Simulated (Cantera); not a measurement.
Charge: 1 mol SiCl₄, 0.76 mol H₂, 1.2 mol Cl₂, at 677 °C and 7.00 bar.

Equilibrium computed with Cantera from the NASA thermochemical tables; the gas is ideal and each condensed phase is pure. Candidate condensed phases: Si; 19 gas species. Kinetics and transport are ignored.

Question: What is the equilibrium state?

Answer: 
```json
{
 "x(HCl)": "0.514",
 "x(SiCl₄)": "0.338",
 "x(Cl₂)": "0.149",
 "x(Cl)": "2.58e-5",
 "gas_amount": "2.960 mol",
 "log10 activity of Si(s) (absent)": "-29.20"
}
```
